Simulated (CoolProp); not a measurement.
Properties of toluene along the isotherm 471.8 K (Tc = 591.7 K, pc = 4126 kPa, ω = 0.266).

Values from CoolProp's reference Helmholtz-energy equation of state, Lemmon 2006. It is a short technical equation, of lower accuracy than the large ones.

| p (kPa) | phase | density (kg/m³) | cp (kJ/(kg K)) | isothermal compressibility (1/MPa) | Prandtl number |
|---|---|---|---|---|---|
| 413 | gas | 10.59 | 1.839 | 2.662 | 0.749 |
| 825 | liquid | 678.4 | 2.372 | 0.004920 | 3.76 |
| 1240 | liquid | 679.8 | 2.367 | 0.004806 | 3.76 |
| 1650 | liquid | 681.1 | 2.362 | 0.004700 | 3.76 |
| 2060 | liquid | 682.4 | 2.357 | 0.004598 | 3.77 |
| 2480 | liquid | 683.7 | 2.353 | 0.004500 | 3.77 |
| 2890 | liquid | 684.9 | 2.348 | 0.004408 | 3.77 |
| 3300 | liquid | 686.2 | 2.344 | 0.004320 | 3.78 |
| 3710 | liquid | 687.4 | 2.340 | 0.004236 | 3.78 |
| 4130 | liquid | 688.6 | 2.336 | 0.004154 | 3.78 |
| 4540 | liquid | 689.7 | 2.332 | 0.004077 | 3.79 |
| 4950 | liquid | 690.9 | 2.329 | 0.004004 | 3.79 |
| 5360 | liquid | 692.0 | 2.325 | 0.003933 | 3.80 |
| 5780 | liquid | 693.1 | 2.322 | 0.003864 | 3.80 |
| 6190 | liquid | 694.2 | 2.319 | 0.003799 | 3.81 |

Viscosity comes from a separate model (Avgeri 2015). Thermal conductivity comes from a separate model (Assael 2012).
